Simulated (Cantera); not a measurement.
Cantera with NASA thermochemical tables; ideal gases at 1 bar, condensed phases pure. Values are per mole of reaction as written; species without (g) are pure solids or liquids, kept so even where they would boil at 1 bar.

Between 1900 and 2700 K, where is each reaction favourable under standard conditions?
- 2 OH(g) + 2 NbO₂ = Nb₂O₅ + H₂O(g)


- 2 OH(g) + 2 NbO₂ = Nb₂O₅ + H₂O(g): ΔG° is -329 kJ at 1900 K and -203 kJ at 2700 K; it stays negative (K > 1). ΔH° is -688 kJ and ΔS° -180 J/K at 2700 K.
